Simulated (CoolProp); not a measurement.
Vapour-liquid equilibrium of cyclohexane (1) + p-xylene (2) at 0.0504 MPa; x and y are mole fractions of (1).

Computed with CoolProp (multi-fluid Helmholtz-energy mixture model, Zhou 2014 and Zhou 2012; pair parameters Bell 2016).

```tsv
x	bubble temperature (°C)	y at the bubble point	dew temperature at overall composition x (°C)	liquid density (mol/L)
0.05	106.1	0.254	112.6	7.423
0.2	___	0.632	___	___
0.35	79.9	0.786	___	7.914
0.5	73.2	___	96.4	8.118
0.65	68.1	___	88.8	8.318
0.8	64.0	0.957	78.8	8.521
0.95	60.3	0.990	64.8	8.732
```

Problem. Fill in the missing entries.

Solution. 
- 0.2, bubble temperature (°C): 89.8
- 0.2, dew temperature at overall composition x (°C): 107.9
- 0.2, liquid density (mol/L): 7.691
- 0.35, dew temperature at overall composition x (°C): 102.6
- 0.5, y at the bubble point: 0.867
- 0.65, y at the bubble point: 0.919

No azeotrope shows between x = 0.05 and 0.95.

Pair parameters are fitted to limited data, so mixtures are less certain than the pure fluids.
